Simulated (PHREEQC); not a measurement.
0.15 g of hydrous ferric oxide (600 m²/g; 0.2 weak and 0.005 strong sites per Fe, Dzombak-Morel constants, diffuse double layer) in 1 kg of water with 0.001 mol/kgw of an inert sodium salt, at 25 °C; the pH is set by adding NaOH or the inert anion's acid. Oxygen alone is held at its pressure in air (log pO2 = -0.68). The system is closed to CO2. Precipitation was switched off in this run.

Computed with PHREEQC (ion-association model, wateq4f.dat).

```json
[
 {"pH": "4", "surface charge σ (C/m²)": "0.119", "surface potential ψ (mV)": "210"},
 {"pH": "4.5", "surface charge σ (C/m²)": "(withheld)", "surface potential ψ (mV)": "191"},
 {"pH": "5", "surface charge σ (C/m²)": "0.051", "surface potential ψ (mV)": "169"},
 {"pH": "5.5", "surface charge σ (C/m²)": "0.031", "surface potential ψ (mV)": "145"},
 {"pH": "6", "surface charge σ (C/m²)": "0.019", "surface potential ψ (mV)": "(withheld)"},
 {"pH": "6.5", "surface charge σ (C/m²)": "(withheld)", "surface potential ψ (mV)": "(withheld)"},
 {"pH": "7", "surface charge σ (C/m²)": "0.006", "surface potential ψ (mV)": "64"},
 {"pH": "7.5", "surface charge σ (C/m²)": "0.003", "surface potential ψ (mV)": "35"},
 {"pH": "8", "surface charge σ (C/m²)": "0.000", "surface potential ψ (mV)": "6"},
 {"pH": "8.5", "surface charge σ (C/m²)": "(withheld)", "surface potential ψ (mV)": "-23"},
 {"pH": "9", "surface charge σ (C/m²)": "-0.004", "surface potential ψ (mV)": "-51"},
 {"pH": "9.5", "surface charge σ (C/m²)": "-0.009", "surface potential ψ (mV)": "-80"},
 {"pH": "10", "surface charge σ (C/m²)": "-0.016", "surface potential ψ (mV)": "-107"}
]
```

**Question.** Fill in the missing entries.

**Answer.** 
- 4.5, surface charge σ (C/m²): 0.079
- 6, surface potential ψ (mV): 119
- 6.5, surface charge σ (C/m²): 0.011
- 6.5, surface potential ψ (mV): 92
- 8.5, surface charge σ (C/m²): -0.002

Species that the database lacks are ignored.
